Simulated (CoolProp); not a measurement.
Vapour-liquid equilibrium of dimethyl ether (1) + ethanol (2) at 345.1 K; x and y are mole fractions of (1).

The numbers come from the multi-fluid Helmholtz-energy mixture model, Wu 2011 and Schroeder 2014; pair parameters Bell 2016 in CoolProp.

Question: Give the bubble pressure and the first vapour's composition at x = 0.05, 0.35, 0.8. Is there an azeotrope?

Answer: x = 0.05: 207.5 kPa, y = 0.629; x = 0.35: 847.2 kPa, y = 0.922; x = 0.8: 1515 kPa, y = 0.975. No azeotrope shows between x = 0.05 and 0.95.

The pair parameters rest on a limited set of measurements; away from them the model extrapolates. The gap from Raoult's law changes sign with composition, which may be real or a fault of the pair parameters; it wasn't checked against measurements.
